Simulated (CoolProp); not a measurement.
Vapour-liquid equilibrium of isobutene (1) + acetone (2) at 0.0479 MPa; x and y are mole fractions of (1).

Model: multi-fluid Helmholtz-energy mixture model, Lemmon 2005 and Lemmon 2006; pair parameters Bell 2016, in CoolProp.

```csv
x,"bubble temperature, mixture model (°C)","bubble temperature, Raoult's law (°C)","y, mixture model","y, Raoult's law"
0.05,15.4,26.9,0.596,0.338
0.125,-1.4,16.7,0.836,0.613
0.2,-9.8,8.8,0.903,0.756
0.275,-14.4,2.7,0.930,0.838
0.35,-17.1,-2.3,0.943,0.888
0.425,-18.6,-6.4,0.950,0.921
0.5,-19.6,-9.9,0.954,0.944
0.575,-20.2,-12.9,0.958,0.960
0.65,-20.8,-15.5,0.961,0.972
0.725,-21.4,-17.9,0.964,0.981
0.8,-22.0,-20.0,0.969,0.988
0.875,-22.9,-21.9,0.977,0.993
0.95,-23.9,-23.6,0.989,0.998
```

The largest gap from Raoult's law is -18.6 K in bubble temperature, at x = 0.2. No azeotrope shows between x = 0.05 and 0.95.

The pair parameters rest on a limited set of measurements; away from them the model extrapolates. With so large a gap from Raoult's law the liquid may split in two, which this calculation doesn't test in full.
